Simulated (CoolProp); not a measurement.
Properties of R115 along the isotherm 500 K (Tc = 353.1 K, pc = 31.29 bar, ω = 0.248).

Values from CoolProp's reference Helmholtz-energy equation of state, Lemmon 2016.

| p (bar) | phase | cv (kJ/(kg K)) | speed of sound (m/s) |
|---|---|---|---|
| 0.99 | gas | 0.8700 | 168.6 |
| 1.6 | gas | 0.8701 | 168.4 |
| 2.58 | gas | 0.8704 | 168.0 |
| 4.17 | gas | 0.8708 | 167.3 |
| 6.74 | gas | 0.8714 | 166.3 |
| 10.9 | gas | 0.8725 | 164.6 |
| 17.6 | gas | 0.8744 | 162.0 |
| 28.4 | gas | 0.8775 | 158.1 |
| 45.9 | supercritical | 0.8827 | 153.2 |
| 74.2 | supercritical | 0.8897 | 152.7 |
| 120 | supercritical | 0.8945 | 175.1 |
| 194 | supercritical | 0.8950 | 238.1 |
| 313 | supercritical | 0.8961 | 331.5 |
